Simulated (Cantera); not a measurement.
An isothermal, constant-pressure homogeneous reactor starts with C₂H₆ : N₂ = 1 : 7.7 (molar parts), at 1775 K and 0.109 atm. Integrator tolerance rtol = 1e-08.

Detailed kinetics in Cantera: GRI-Mech 3.0 (53 species, 325 reactions). GRI-Mech 3.0 stops at C3 and has no aromatics, soot or wall deposition, so with more carbon than oxygen in the feed, carbon stays in small species such as C2H2 where larger ones or solid carbon would form.

What does this change do: C2H6 1 to 0.67 parts?


| quantity | before | after |
|---|---|---|
| x(C₂H₆) at 10.0 s | 1.59e-9 (gas-phase equilibrium 7.29e-10) | 6.41e-10 (gas-phase equilibrium 2.47e-10) |
| x(H) at 10.0 s | 0.000379 (gas-phase equilibrium 0.000380) | 0.000326 (gas-phase equilibrium 0.000326) |
| x(C₂H₄) at 10.0 s | 5.29e-5 (gas-phase equilibrium 2.40e-5) | 2.89e-5 (gas-phase equilibrium 1.10e-5) |
| x(CH₄) at 10.0 s | 0.000187 (gas-phase equilibrium 0.000127) | 0.000102 (gas-phase equilibrium 6.36e-5) |
| x(C₂H₂) at 10.0 s | 0.0933 (gas-phase equilibrium 0.0424) | 0.0689 (gas-phase equilibrium 0.0263) |
| x(CH₂) at 10.0 s | 1.73e-8 (gas-phase equilibrium 1.17e-8) | 1.27e-8 (gas-phase equilibrium 7.93e-9) |
